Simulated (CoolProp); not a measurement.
The numbers come from the reference Helmholtz-energy equation of state, Thol 2015 in CoolProp.

Q: Give the vapour pressure (bar), liquid density (kg/m³), enthalpy of vaporisation (kJ/kg), vapour Z of saturated octamethylcyclotetrasiloxane (D4) at 425.3 K.

A: 
| T (K) | p (bar) | liquid density (kg/m³) | enthalpy of vaporisation (kJ/kg) | vapour Z |
|---|---|---|---|---|
| 425.3 | 0.533 | 797 | 140 | 0.952 |
